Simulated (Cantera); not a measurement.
An isothermal, constant-pressure homogeneous reactor starts with CO : O2 : H2O : N2 = 0.011 : 0.02 : 0.0028 : 1 (molar parts), at 1348 K and 1.70 bar.

Cantera simulation using GRI-Mech 3.0 (53 species, 325 reactions); the numbers are that mechanism's predictions, not measurements.

x: mole fraction; the columns are a selection and need not sum to one.

| t (s) | x CO | x O2 | x H2O | x NO2 | x CO2 | x NO | x N2O |
|---|---|---|---|---|---|---|---|
| 1.00e-6 | 0.0106 | 0.0193 | 0.00271 | <1e-12 | 1.39e-10 | <1e-12 | <1e-12 |
| 5.66e-6 | 0.0106 | 0.0193 | 0.00271 | <1e-12 | 7.89e-10 | <1e-12 | <1e-12 |
| 3.21e-5 | 0.0106 | 0.0193 | 0.00271 | <1e-12 | 4.62e-9 | <1e-12 | <1e-12 |
| 0.000182 | 0.0106 | 0.0193 | 0.00271 | <1e-12 | 4.45e-8 | <1e-12 | 5.94e-12 |
| 0.00103 | 0.0106 | 0.0193 | 0.00270 | <1e-12 | 4.89e-5 | 2.81e-11 | ? |
| 0.00583 | 0.00135 | 0.0147 | 0.00266 | 4.38e-9 | 0.00934 | 8.48e-7 | ? |
| 0.0330 | 4.69e-5 | 0.0141 | 0.00271 | 1.80e-8 | 0.0107 | 1.06e-6 | ? |
| 0.187 | 8.93e-7 | 0.0141 | 0.00272 | 9.16e-9 | 0.0107 | 1.10e-6 | ? |
| 1.06 | 3.26e-8 | 0.0141 | 0.00272 | 3.52e-9 | 0.0107 | 1.11e-6 | ? |
| 6.00 | 2.69e-8 | 0.0141 | 0.00272 | 3.36e-9 | 0.0107 | 1.11e-6 | ? |

Complete the blanks.


- 0.00103, x N2O: 8.29e-9
- 0.00583, x N2O: 1.36e-6
- 0.0330, x N2O: 1.67e-6
- 0.187, x N2O: 7.85e-7
- 1.06, x N2O: 2.25e-8
- 6.00, x N2O: 1.45e-8
